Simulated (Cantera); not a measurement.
Input (Python, Cantera):

```python
import numpy as np
import cantera as ct

surf = ct.Interface("diamond.yaml", "diamond_100")
gas, bulk = surf.adjacent["gas"], surf.adjacent["diamond"]
k = surf.kinetics_species_index(bulk.species_names[0])
cover = ["c6HH", "c6H*", "c6*H", "c6**", "c6HM", "c6B"]

rows, drift = [], 0.0
print(f"{'T':>10s}{'um/h':>11s}" + "".join(f"{s:>11s}" for s in cover))
for v in [950, 1025, 1100, 1175, 1250, 1325, 1400]:
    T, P, xH, xCH3 = v, 3400, 0.00078, 4.8e-05
    gas.TPX = T, P, {"H": xH, "CH3": xCH3, "CH4": 0.0093, "H2": 1 - xH - xCH3 - 0.0093}
    surf.TP = bulk.TP = T, P
    surf.coverages = "c6H*:0.1, c6HH:0.9"
    surf.advance_coverages(100.0)
    before = surf.coverages
    surf.advance_coverages(100.0)
    drift = max(drift, np.max(np.abs(surf.coverages - before) / (surf.coverages + 1e-9)))
    rate = surf.net_production_rates[k] * bulk.mean_molecular_weight / bulk.density * 3.6e9
    rows.append([rate, *surf[cover].coverages])
    print(f"{v:10.4g}{rate:11.4e}" + "".join(f"{x:11.3e}" for x in rows[-1][1:]))
```

Result:

```
         T       um/h       c6HH       c6H*       c6*H       c6**       c6HM        c6B
       950 5.7409e-01  6.166e-01  1.340e-02  3.182e-01  5.925e-03  3.516e-02  1.558e-09
      1025 5.4885e-01  5.672e-01  1.983e-02  3.791e-01  9.907e-03  1.698e-02  1.489e-09
      1100 2.9353e-01  5.220e-01  2.707e-02  4.290e-01  1.468e-02  4.572e-03  7.965e-10
      1175 1.5328e-01  4.816e-01  3.438e-02  4.627e-01  1.943e-02  8.997e-04  4.159e-10
      1250 1.2492e-01  4.517e-01  4.141e-02  4.825e-01  2.348e-02  1.750e-04  3.390e-10
      1325 1.0339e-01  4.339e-01  4.790e-02  4.913e-01  2.641e-02  3.530e-05  2.806e-10
      1400 5.0595e-02  4.269e-01  5.366e-02  4.912e-01  2.810e-02  7.667e-06  1.373e-10
```

Model: the Harris–Goodwin 1993 mechanism for the reconstructed diamond (100) surface, integrated in Cantera.
